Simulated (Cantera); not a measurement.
A freely propagating, adiabatic, planar premixed flame of CH4 : H2 : O2 : N2 = 1 : 0.041 : 2.77 : 10.4 (molar parts), equivalence ratio 0.73, unburnt at 450 K and 440000 Pa; mixture-averaged transport, grid criteria slope 0.08 and curve 0.16, no radiation.

Computed with Cantera and GRI-Mech 3.0 (53 species, 325 reactions). Burning velocities carry a grid error of a few per cent, more on coarse grids.

Problem. What does this change do: inlet temperature 450 to 575 K?

Solution. 
```csv
quantity,before,after
laminar burning velocity,25.7 cm/s,46.6 cm/s
thermal thickness,0.184 mm,0.145 mm
peak x(H2O2),6.02e-5,5.53e-5
peak x(HCO),8.76e-6,1.37e-5
peak x(CH3),0.000690,0.000916
```
